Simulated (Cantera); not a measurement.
Charge: 1 mol Si(CH3)4, 170 mol H2, 0.33 mol HCl, equilibrated at 0.590 bar.

These are equilibrium values from Cantera (NASA tables, ideal gas, pure condensed phases), not measurements of a reactor. Candidate condensed phases: C, C6H6, C7H8, C8H18, Si, SiC; 109 gas species. Equilibrium is a limit: real reactors are often held back by kinetics, nucleation or transport.

x: gas mole fraction; n: condensed amount in mol.

```
T (K)   x H2     x CH4    x HCl       x H  x C2H2 (acetylene)    x CH3  x SiH2  n SiC(s)  n C(graphite)
-----  -----  --------  -------  --------  ------------------  -------  ------  --------  -------------
1073   0.981    0.0173  0.00190   1.81e-8             3.10e-9  5.75e-9  <1e-12     1.000              0
1173   0.987    0.0112  0.00189   1.52e-7             6.04e-8  3.26e-8       …     1.000           1.05
1273   0.993   0.00546  0.00188   9.25e-7             3.69e-7  9.93e-8       …     1.000           2.04
1373   0.995   0.00294  0.00188   4.32e-6             1.72e-6  2.55e-7       …     1.000           2.48
1473   0.996   0.00172  0.00187   1.64e-5             6.48e-6  5.73e-7       …     1.000           2.69
1573   0.997   0.00108  0.00187   5.29e-5             2.06e-5  1.16e-6       …     1.000           2.80
1673   0.997  0.000712  0.00187  0.000148             5.68e-5  2.15e-6       …     1.000           2.85
1773   0.997  0.000494  0.00187  0.000370            0.000140  3.72e-6       …     1.000           2.86
1873   0.997  0.000357  0.00187  0.000839            0.000311  6.04e-6       …     0.999           2.83
1973   0.995  0.000267  0.00187   0.00175            0.000638  9.33e-6       …     0.998           2.73
```

### Question
Complete the blanks.

### Answer

- 1173, x SiH2: 9.57e-12
- 1273, x SiH2: 1.21e-10
- 1373, x SiH2: 1.06e-9
- 1473, x SiH2: 6.86e-9
- 1573, x SiH2: 3.50e-8
- 1673, x SiH2: 1.47e-7
- 1773, x SiH2: 5.23e-7
- 1873, x SiH2: 1.62e-6
- 1973, x SiH2: 4.48e-6
